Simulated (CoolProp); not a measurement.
Vapour-liquid equilibrium of methanol (1) + ethanol (2) at 364.4 K; x and y are mole fractions of (1).

The numbers come from the multi-fluid Helmholtz-energy mixture model, de Reuck 1993 and Schroeder 2014; pair parameters Bell 2016 in CoolProp.

| x | bubble pressure (kPa) | y at the bubble point | dew pressure at overall composition x (kPa) | liquid density (mol/L) |
|---|---|---|---|---|
| 0.05 | (withheld) | 0.078 | 168.0 | 15.96 |
| 0.125 | 177.5 | 0.184 | 173.2 | 16.35 |
| 0.2 | 184.8 | 0.280 | (withheld) | (withheld) |
| 0.275 | 191.9 | 0.369 | 184.4 | 17.19 |
| 0.35 | 199.0 | 0.452 | 190.3 | 17.63 |
| 0.425 | 206.2 | 0.531 | 196.6 | 18.10 |
| 0.5 | 213.4 | 0.605 | 203.3 | 18.59 |
| 0.575 | 220.8 | 0.675 | 210.4 | 19.10 |
| 0.65 | 228.3 | 0.742 | 218.0 | (withheld) |
| 0.725 | 236.1 | 0.805 | 226.4 | 20.19 |
| 0.8 | 244.1 | 0.863 | 235.5 | 20.78 |
| 0.875 | 252.4 | 0.918 | 245.8 | 21.40 |
| 0.95 | 260.9 | 0.969 | 257.6 | (withheld) |

Question: Complete the blanks.

Answer: 
- 0.05, bubble pressure (kPa): 169.9
- 0.2, dew pressure at overall composition x (kPa): 178.7
- 0.2, liquid density (mol/L): 16.76
- 0.65, liquid density (mol/L): 19.63
- 0.95, liquid density (mol/L): 22.04

No azeotrope shows between x = 0.05 and 0.95.

Pair parameters are fitted to limited data, so mixtures are less certain than the pure fluids.
